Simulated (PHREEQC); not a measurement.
Consider water at 20 °C with 0.039 mol H2S and 0.00014 mol FeCl2 per kg of water. Closed to the air; pH follows from the charge balance.

All values are PHREEQC results (ion-association model, phreeqc.dat), not measurements.

No solid was allowed to form.

**Question.** What pH, ionic strength does the model give?

**Answer.** pH 3.87; ionic strength 0.000394 mol/kgw.

**Question.** In which forms is Fe present?

**Answer.** Fe+2 61 %, Fe(HS)2 39 % of the Fe.
